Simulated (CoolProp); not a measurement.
The fluid at 414.12 K and 3.19 MPa is throttled through a valve to 1.61 MPa with no heat exchange. The same conditions are run with several fluids, on thermodynamics alone (safety and materials aside).

The numbers come from the reference Helmholtz-energy equation of state of each fluid (c-C4F8 (RC318): Platzer 1990; C3F8 (R218): Lemmon 2006; normal hydrogen: Leachman 2009; R115: Lemmon 2016; C2F6 (R116): Lemmon 2006) in CoolProp. The equations of Platzer and Polt are older, rougher fits.

Problem. Rank c-C4F8 (RC318), C3F8 (R218), normal hydrogen, R115, C2F6 (R116) by temperature change (K), highest first.

Solution. normal hydrogen (+0.7), C2F6 (R116) (-5.7), C3F8 (R218) (-9.6), R115 (-11.3), c-C4F8 (RC318) (-17.1)

```json
[
 {"fluid": "c-C4F8 (RC318)", "final phase": "gas", "final density (kg/m³)": "123"},
 {"fluid": "C3F8 (R218)", "final phase": "gas", "final density (kg/m³)": "102"},
 {"fluid": "normal hydrogen", "final phase": "supercritical", "final density (kg/m³)": "0.934"},
 {"fluid": "R115", "final phase": "gas", "final density (kg/m³)": "84.0"},
 {"fluid": "C2F6 (R116)", "final phase": "gas", "final density (kg/m³)": "69.0"}
]
```
